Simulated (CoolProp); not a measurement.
500 sccm (0 °C, 1 atm) of nitrogen bubbles through liquid isohexane at 277.4 K and leaves saturated at a total pressure of 0.0488 MPa (ideal gas phase). Each further row changes one setting.

Values from CoolProp's reference Helmholtz-energy equation of state, Lemmon 2006. It is a short technical equation, of lower accuracy than the large ones.

| case | vapour pressure (kPa) | mole fraction of vapour | delivery (mg/min) | delivery (sccm) | change of delivery for a bath 1 K warmer (%) |
|---|---|---|---|---|---|
| as stated | 11.1 | 0.227 | 565 | 147 | 6.6 |
| bath temperature 282.4 K | ___ | ___ | ___ | 203 | ___ |
| total pressure 0.0976 MPa | 11.1 | ___ | ___ | 64.0 | 5.7 |

### Question
Fill in the missing entries.

### Answer

- bath temperature 282.4 K, vapour pressure (kPa): 14.1
- bath temperature 282.4 K, mole fraction of vapour: 0.289
- bath temperature 282.4 K, delivery (mg/min): 780
- bath temperature 282.4 K, change of delivery for a bath 1 K warmer (%): 6.9
- total pressure 0.0976 MPa, mole fraction of vapour: 0.114
- total pressure 0.0976 MPa, delivery (mg/min): 246
